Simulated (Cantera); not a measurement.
## Adiabatic ignition

An adiabatic, constant-volume homogeneous reactor starts with CH4 : O2 : N2 = 1 : 2.02 : 7.6 (molar parts), at 1550 K and 1.01 bar.

Model: GRI-Mech 3.0 (53 species, 325 reactions), integrated in Cantera.

```tsv
t (s)	T (K)	P (bar)	x CH4	x O2	x HCO	x C2H6	x CH2	x OH
3.00e-6	1550	1.01	0.0942	0.190	<1e-12	1.23e-11	<1e-12	1.82e-8
9.34e-6	1550	1.01	0.0942	0.190	1.86e-12	4.58e-10	<1e-12	2.82e-8
2.91e-5	1550	1.01	0.0941	0.190	2.48e-11	1.82e-8	8.24e-12	6.77e-8
9.06e-5	1550	1.01	0.0941	0.190	5.49e-10	1.05e-6	1.50e-10	2.49e-7
0.000282	1552	1.01	0.0933	0.190	2.85e-8	8.42e-5	4.57e-9	1.50e-6
0.000878	2922	2.02	<1e-12	0.0251	1.00e-7	<1e-12	<1e-12	0.0259
0.00273	2911	2.01	<1e-12	0.0223	9.93e-8	<1e-12	<1e-12	0.0246
0.00851	2911	2.01	<1e-12	0.0223	9.93e-8	<1e-12	<1e-12	0.0246
0.0265	2911	2.01	<1e-12	0.0223	9.93e-8	<1e-12	<1e-12	0.0246
0.0825	2911	2.01	<1e-12	0.0223	9.93e-8	<1e-12	<1e-12	0.0246
0.257	2911	2.01	<1e-12	0.0223	9.93e-8	<1e-12	<1e-12	0.0246
0.800	2911	2.01	<1e-12	0.0223	9.93e-8	<1e-12	<1e-12	0.0246
```
x: mole fraction; the columns are a selection and need not sum to one.

| Quantity | Result |
|---|---|
| time of steepest temperature rise | 0.684 ms |
| temperature at 0.800 s | 2911 K |
| equilibrium temperature | 2911 K |
| x(CH4) at 0.800 s | <1e-12 (gas-phase equilibrium <1e-12) |
| x(O2) at 0.800 s | 0.0223 (gas-phase equilibrium 0.0223) |
| x(HCO) at 0.800 s | 9.93e-8 (gas-phase equilibrium 9.93e-8) |
